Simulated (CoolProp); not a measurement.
Vapour pressure (kPa) of chlorine: the reference equation beside estimates from Tc = 143.7 °C, pc = 7642 kPa, ω = 0.070.

The numbers come from the reference Helmholtz-energy equation of state, Thol 2021 in CoolProp.

```tsv
T (°C)	reference	van der Waals	Redlich-Kwong
36.85	1056	2071	1091
39.35	1123	2154	1161
41.95	1197	2242	1238
44.45	1270	2328	1314
46.95	1347	2417	1394
49.45	1428	2508	1477
51.95	1511	2601	1563
54.55	1602	2700	1657
57.05	1692	2798	1751
59.55	1787	2898	1848
62.05	1885	3000	1949
64.55	1987	3104	2053
67.15	2096	3215	2166
```

Absolute difference from the reference over all 13 rows, mean and median: van der Waals 73.1 and 72.1 %, Redlich-Kwong 3.4 and 3.4 %.
